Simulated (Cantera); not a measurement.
Mixture: C2H4 : O2 : N2 : CO2 = 1 : 6.98 : 26.2 : 1.1 (molar parts), at 2.17 atm, adiabatic and at constant pressure. Ignition delay is the time to a rise of 400 K.

Model: GRI-Mech 3.0 (53 species, 325 reactions), integrated in Cantera. GRI-Mech 3.0 was tuned for natural gas; its chemistry of ethylene as a main component is partial and can be far from experiment. Where the delays flatten at high temperature, the 400 K rule measures the pace of heat release, not the induction time.

Problem. Predict: delay at 1050 K; delay at 1200 K; delay at 1350 K; delay at 1500 K; delay at 1650 K; apparent activation energy between 1575 and 1725 K.

Solution. 
```json
{
 "delay at 1050 K": "34.3 ms",
 "delay at 1200 K": "0.433 ms",
 "delay at 1350 K": "55.0 µs",
 "delay at 1500 K": "23.7 µs",
 "delay at 1650 K": "13.6 µs",
 "apparent activation energy between 1575 and 1725 K": "72 kJ/mol"
}
```
